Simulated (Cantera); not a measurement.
Cantera with NASA thermochemical tables; ideal gases at 1 bar, condensed phases pure. Values are per mole of reaction as written; species without (g) are pure solids or liquids, kept so even where they would boil at 1 bar.

6 NO(g) + 4 FeCl2(g) → 3 N2(g) + 2 Fe2O3 + 4 Cl2(g)

| T (K) | ΔH° (kJ) | ΔS° (J/K) | ΔG° (kJ) | log10 K |
|---|---|---|---|---|
| 300 | -1634.2 | -819.6 | -1388.3 | 241.72 |
| 700 | … | … | … | … |
| 725 | -1603.8 | -761.8 | -1051.6 | 75.76 |
| 750 | -1601.0 | -757.9 | -1032.6 | 71.91 |
| 775 | -1598.1 | -754.1 | -1013.7 | 68.32 |
| 800 | -1595.1 | -750.3 | -994.9 | 64.96 |
| 825 | … | … | … | … |
| 850 | … | … | … | … |
| 875 | … | … | … | … |
| 900 | -1582.6 | -735.6 | -920.6 | 53.43 |

Task: Complete the blanks.

Result: 
- 700, ΔH° (kJ): -1606.5
- 700, ΔS° (J/K): -765.5
- 700, ΔG° (kJ): -1070.7
- 700, log10 K: 79.89
- 825, ΔH° (kJ): -1592.0
- 825, ΔS° (J/K): -746.5
- 825, ΔG° (kJ): -976.1
- 825, log10 K: 61.80
- 850, ΔH° (kJ): -1588.9
- 850, ΔS° (J/K): -742.8
- 850, ΔG° (kJ): -957.5
- 850, log10 K: 58.84
- 875, ΔH° (kJ): -1585.7
- 875, ΔS° (J/K): -739.1
- 875, ΔG° (kJ): -939.0
- 875, log10 K: 56.05
